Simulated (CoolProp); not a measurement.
R114 along the isobar 4.72 MPa: density (kg/m³) from the reference equation and from simpler models built on Tc = 420.6 K, pc = 3.352 MPa, ω = 0.252; each cubic takes its own stable root.

Model: reference Helmholtz-energy equation of state, Platzer 1990, in CoolProp. This equation is an older, rougher fit; its heat capacities, sound speeds and derivatives of the liquid may be far off and weren't checked against measurements.

```json
[
 {"T (K)": "366.6", "phase": "liquid", "reference": "1249", "van der Waals": "___", "Redlich-Kwong": "1138", "Soave-Redlich-Kwong": "1179", "Peng-Robinson": "1331"},
 {"T (K)": "375.5", "phase": "liquid", "reference": "1212", "van der Waals": "823.1", "Redlich-Kwong": "1098", "Soave-Redlich-Kwong": "1136", "Peng-Robinson": "1281"},
 {"T (K)": "384.4", "phase": "liquid", "reference": "1173", "van der Waals": "801.2", "Redlich-Kwong": "___", "Soave-Redlich-Kwong": "1089", "Peng-Robinson": "1226"},
 {"T (K)": "393.2", "phase": "liquid", "reference": "1130", "van der Waals": "777.9", "Redlich-Kwong": "1009", "Soave-Redlich-Kwong": "1038", "Peng-Robinson": "1167"},
 {"T (K)": "402.1", "phase": "liquid", "reference": "1080", "van der Waals": "752.3", "Redlich-Kwong": "958.1", "Soave-Redlich-Kwong": "980.6", "Peng-Robinson": "1099"},
 {"T (K)": "411", "phase": "liquid", "reference": "1023", "van der Waals": "724.0", "Redlich-Kwong": "901.4", "Soave-Redlich-Kwong": "915.0", "Peng-Robinson": "1021"},
 {"T (K)": "419.9", "phase": "liquid", "reference": "951.5", "van der Waals": "___", "Redlich-Kwong": "836.6", "Soave-Redlich-Kwong": "837.8", "Peng-Robinson": "929.2"},
 {"T (K)": "428.8", "phase": "supercritical", "reference": "856.1", "van der Waals": "655.9", "Redlich-Kwong": "759.9", "Soave-Redlich-Kwong": "742.5", "Peng-Robinson": "815.2"},
 {"T (K)": "437.7", "phase": "supercritical", "reference": "713.9", "van der Waals": "612.8", "Redlich-Kwong": "665.4", "Soave-Redlich-Kwong": "620.0", "Peng-Robinson": "669.5"},
 {"T (K)": "446.6", "phase": "supercritical", "reference": "540.8", "van der Waals": "560.1", "Redlich-Kwong": "552.8", "Soave-Redlich-Kwong": "490.4", "Peng-Robinson": "522.6"},
 {"T (K)": "455.5", "phase": "supercritical", "reference": "434.6", "van der Waals": "496.0", "Redlich-Kwong": "455.9", "Soave-Redlich-Kwong": "407.3", "Peng-Robinson": "432.1"},
 {"T (K)": "464.4", "phase": "supercritical", "reference": "376.9", "van der Waals": "430.9", "Redlich-Kwong": "394.6", "Soave-Redlich-Kwong": "358.3", "Peng-Robinson": "378.7"},
 {"T (K)": "473.3", "phase": "supercritical", "reference": "339.7", "van der Waals": "381.1", "Redlich-Kwong": "___", "Soave-Redlich-Kwong": "325.3", "Peng-Robinson": "342.8"},
 {"T (K)": "482.2", "phase": "supercritical", "reference": "313.0", "van der Waals": "346.0", "Redlich-Kwong": "326.0", "Soave-Redlich-Kwong": "301.0", "Peng-Robinson": "316.3"},
 {"T (K)": "491.1", "phase": "supercritical", "reference": "___", "van der Waals": "320.1", "Redlich-Kwong": "304.0", "Soave-Redlich-Kwong": "281.9", "Peng-Robinson": "295.6"},
 {"T (K)": "500", "phase": "supercritical", "reference": "275.7", "van der Waals": "299.9", "Redlich-Kwong": "286.3", "Soave-Redlich-Kwong": "266.4", "Peng-Robinson": "278.7"}
]
```

Problem. Complete the blanks.

Solution. 
- 366.6, van der Waals: 843.7
- 384.4, Redlich-Kwong: 1055
- 419.9, van der Waals: 692.3
- 473.3, Redlich-Kwong: 354.6
- 491.1, reference: 292.4
